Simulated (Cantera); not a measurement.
Charge: 1 mol CH4, 0.048 mol NH3, 1.6 mol N2, equilibrated at 1 atm.

Method: chemical equilibrium by Gibbs-energy minimisation in Cantera with the NASA 1993 tables (ideal gas, pure condensed phases). Candidate condensed phases: C, C6H6, C7H8, C8H18; 92 gas species. Rates play no part.

### Question
What share of the C ends up in condensed phases as a function of T (°C), at 1402, 1452, 1502, 1552, 1602, 1652, 1702, 1752, 1802, 1852, 1902?

### Answer
```tsv
T (°C)	C condensed (%)	as
1402	99.2	C(graphite)
1452	99.1	C(graphite)
1502	98.8	C(graphite)
1552	98.5	C(graphite)
1602	98.1	C(graphite)
1652	97.7	C(graphite)
1702	97.1	C(graphite)
1752	96.5	C(graphite)
1802	95.7	C(graphite)
1852	94.7	C(graphite)
1902	93.7	C(graphite)
```
